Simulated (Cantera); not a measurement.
A perfectly stirred reactor is fed with CO : H2 : CH4 : O2 : N2 = 1 : 0.038 : 0.49 : 1.07 : 4.03 (molar parts), equivalence ratio 1.4, at 5.00 bar; it is adiabatic with a 575 K inlet, and is followed from long to short residence time, starting on the burning branch (τ in s: 0.069, 0.038, 0.021, 0.011, 0.0063, 0.0034, 0.0019, 0.001, 0.00057, 0.00031, 0.00017, 9.5e-05, 5.2e-05).

Detailed kinetics in Cantera: GRI-Mech 3.0 (53 species, 325 reactions).

x: mole fraction; the columns are a selection and need not sum to one.

| τ (s) | T (K) | x CO | x H2 | x CH4 | x NO2 | x CH3 | x C2H6 | x HCO |
|---|---|---|---|---|---|---|---|---|
| 0.069 | 2337 | 0.110 | 0.0217 | [?] | 1.16e-8 | 2.56e-6 | 1.34e-11 | 1.01e-7 |
| 0.038 | 2336 | 0.110 | 0.0217 | [?] | 1.32e-8 | 4.13e-6 | 3.41e-11 | 1.17e-7 |
| 0.021 | 2333 | 0.110 | 0.0217 | [?] | 1.56e-8 | 6.35e-6 | 7.89e-11 | 1.42e-7 |
| 0.011 | 2329 | 0.110 | 0.0217 | [?] | 1.91e-8 | 9.68e-6 | 1.77e-10 | 1.87e-7 |
| 0.0063 | 2324 | 0.110 | 0.0218 | [?] | 2.29e-8 | 1.34e-5 | 3.28e-10 | 2.49e-7 |
| 0.0034 | 2316 | 0.110 | 0.0218 | [?] | 2.79e-8 | 1.88e-5 | 6.08e-10 | 3.57e-7 |
| 0.0019 | 2307 | 0.111 | 0.0219 | [?] | 3.31e-8 | 2.53e-5 | 1.05e-9 | 5.20e-7 |
| 0.0010 | 2292 | 0.111 | 0.0220 | [?] | 3.89e-8 | 3.49e-5 | 1.86e-9 | 8.12e-7 |
| 0.00057 | 2275 | 0.112 | 0.0222 | [?] | 4.32e-8 | 4.62e-5 | 3.11e-9 | 1.23e-6 |
| 0.00031 | 2252 | 0.113 | 0.0224 | [?] | 4.59e-8 | 6.33e-5 | 5.57e-9 | 1.95e-6 |
| 0.00017 | 2222 | 0.115 | 0.0227 | [?] | 4.58e-8 | 8.77e-5 | 1.04e-8 | 3.15e-6 |
| 9.5e-5 | 2187 | 0.117 | 0.0231 | [?] | 4.27e-8 | 0.000123 | 2.09e-8 | 5.08e-6 |
| 5.2e-5 | 2141 | 0.120 | 0.0234 | [?] | 3.70e-8 | 0.000182 | 4.86e-8 | 8.48e-6 |

Problem. What belongs in the gaps?

Solution. 
- 0.069, x CH4: 4.66e-6
- 0.038, x CH4: 7.19e-6
- 0.021, x CH4: 1.05e-5
- 0.011, x CH4: 1.51e-5
- 0.0063, x CH4: 1.99e-5
- 0.0034, x CH4: 2.67e-5
- 0.0019, x CH4: 3.51e-5
- 0.0010, x CH4: 4.84e-5
- 0.00057, x CH4: 6.55e-5
- 0.00031, x CH4: 9.36e-5
- 0.00017, x CH4: 0.000138
- 9.5e-5, x CH4: 0.000209
- 5.2e-5, x CH4: 0.000342
